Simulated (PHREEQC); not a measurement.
# Acid rinse or clean: speciation

Make-up at 25 °C: 26 mmol/kgw HF, 1 mmol/kgw CuSO4 and 0.52 mmol/kgw TMAH. Closed to the air; pH follows from the charge balance.

The numbers come from PHREEQC with the ion-association model, wateq4f.dat.

pH: 2.46
ionic strength: 0.00772 mol/kgw
total alkalinity: -25.5 meq/kg

| species | molality | activity | log γ |
|---|---|---|---|
| HF | 0.0193 | 0.0193 | 0.001 |
| F- | 0.00410 | 0.00374 | -0.041 |
| H+ | 0.00374 | 0.00345 | -0.036 |
| H2F2 | 0.000972 | 0.000974 | 0.001 |
| Cu+2 | 0.000888 | 0.000624 | -0.153 |
| SO4-2 | 0.000744 | 0.000518 | -0.157 |
| (CH3)4N+ | 0.000520 | 0.000474 | -0.040 |

Precipitation was switched off in this run. (CH3)4N+ isn't in the database: it is added as a free cation with an ion size of 4 Å. wateq4f.dat counts part of the HF as a dimer, H2F2, which phreeqc.dat doesn't know; its constant is uncertain.
